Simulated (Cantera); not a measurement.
Feed: 1 mol Zr, 2.8 mol O2, 12 mol N2, held at 79.0 mbar.

Equilibrium computed with Cantera from the NASA thermochemical tables; the gas is ideal and each condensed phase is pure. Candidate condensed phases: Zr, ZrN, ZrO2; 13 gas species. The numbers say what is thermodynamically allowed, not how fast it happens.

### Question
At 1673 K, list the 4 most abundant gas species with their mole fractions, and the condensed phases.

### Answer
N2 0.868, O2 0.129, NO 0.00215, O 4.28e-5. Condensed: ZrO2(tetragonal).
